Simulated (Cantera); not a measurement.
Cantera run:

```python
import numpy as np
import cantera as ct

gas_names = [...]  # 113 gases of nasa_gas.yaml made of C, H, O, Pb
cond_names = """
    C(gr) C6H6(L) C7H8(L) C8H18(L),n-octa H2O(s) H2O(L) Pb(cr) Pb(L) PbO(rd) PbO(yw) PbO(L) PbO2(s)
    Pb3O4(s)
""".split()


# ... load() reads the species with a 1 bar reference pressure and builds the phases ...
atoms = {
    'PbO': {'Pb': 1, 'O': 1},
    'CH4': {'C': 1, 'H': 4},
    'H2': {'H': 2},
}
top_T = {'C(gr)': 4500, 'Pb3O4(s)': 820}  # K; cautious upper limits of use, not melting points


# ... equilibrate(T, P, feed) seeds the gas with the atoms and calls Mixture.equilibrate('TP', solver="vcs", rtol=1e-11, max_steps=5000) ...
results = []
feed = {'PbO': 1, 'CH4': 1.2, 'H2': 2.1}  # mol
T = 1798.15  # K
P = 150  # Pa
mix = equilibrate(T, P, feed)
results.append((T, P, feed, dict(zip(mix.species_names, mix.species_moles))))
print(gas.report(threshold=0.0001))
for i in range(1, mix.n_phases):
    print(f"{mix.phase(i).name:16s} {mix.phase_moles(i):12.5e} mol")
```

It prints:

```
       temperature   1798.2 K
          pressure   150 Pa
           density   0.00037567 kg/m^3
  mean mol. weight   37.443 kg/kmol
   phase of matter   gas

                          1 kg             1 kmol
                     ---------------   ---------------
          enthalpy        1.5755e+06        5.8992e+07  J
   internal energy        1.1762e+06        4.4041e+07  J
           entropy            6970.4        2.6099e+05  J/K
    Gibbs function       -1.0958e+07       -4.1031e+08  J
 heat capacity c_p            860.88             32234  J/K
 heat capacity c_v            638.83             23920  J/K

                      mass frac. Y      mole frac. X     chem. pot. / RT
                     ---------------   ---------------   ---------------
                CO           0.11465           0.15327           -43.116
    C2H2,acetylene        8.2377e-05        0.00011846           -31.113
                 H        0.00020293         0.0075379           -13.013
                H2          0.036925           0.68581           -26.026
                Pb           0.84813           0.15327           -18.826
     [ +108 minor]        3.2484e-06        1.0085e-06

C(gr)             1.98450e-01 mol
Pb(L)             0.00000e+00 mol
PbO(L)            0.00000e+00 mol
```

Cantera equilibrium calculation (NASA polynomials, part measured and part estimated; ideal gas, pure solids and liquids).
